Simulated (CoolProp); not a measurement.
Propane at 293.15 K and 1.72 MPa is throttled through a valve to 1.01 MPa with no heat exchange. Each further row changes one setting.

Model: reference Helmholtz-energy equation of state, Lemmon 2009, in CoolProp.

| case | temperature change (K) | final phase | final density (kg/m³) |
|---|---|---|---|
| as stated | [?] | liquid | [?] |
| outlet pressure 0.303 MPa | [?] | [?] | 29.6 |
| outlet pressure 1.31 MPa | [?] | liquid | [?] |

**Question.** Complete the blanks.

**Answer.** 
- as stated, temperature change (K): +0.1
- as stated, final density (kg/m³): 500
- outlet pressure 0.303 MPa, temperature change (K): -33.9
- outlet pressure 0.303 MPa, final phase: two-phase, vapour fraction 0.218
- outlet pressure 1.31 MPa, temperature change (K): +0.0
- outlet pressure 1.31 MPa, final density (kg/m³): 501
